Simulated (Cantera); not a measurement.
Input: 1 mol MgO, 26 mol HCl, 0.91 mol N₂, equilibrated at 0.250 bar.

Cantera equilibrium calculation (NASA polynomials, part measured and part estimated; ideal gas, pure solids and liquids). Candidate condensed phases: H₂O, Mg, MgCl₂, MgO, Mg(OH)₂, NH₄Cl; 38 gas species. Mutual solubility and eutectic melting of coexisting phases are not modelled. The numbers say what is thermodynamically allowed, not how fast it happens.

Which condensed phases are stable at each of these points (T (°C)): 800, 875, 950, 1025, 1100, 1175, 1250, 1325, 1400, 1475, 1550?


| T (°C) | condensed phases | Mg condensed (%) |
|---|---|---|
| 800 | MgCl₂(l) + MgO(s) | 90.3 |
| 875 | MgO(s) | 66.6 |
| 950 | MgO(s) | 47.9 |
| 1025 | MgO(s) | 23.5 |
| 1100 | gas only | 0.0 |
| 1175 | gas only | 0.0 |
| 1250 | gas only | 0.0 |
| 1325 | gas only | 0.0 |
| 1400 | gas only | 0.0 |
| 1475 | gas only | 0.0 |
| 1550 | gas only | 0.0 |

At 800 °C the condensed part is MgCl₂(l) + MgO(s). From 875 °C to 1025 °C the condensed part is MgO(s). From 1100 °C to 1550 °C nothing is condensed.
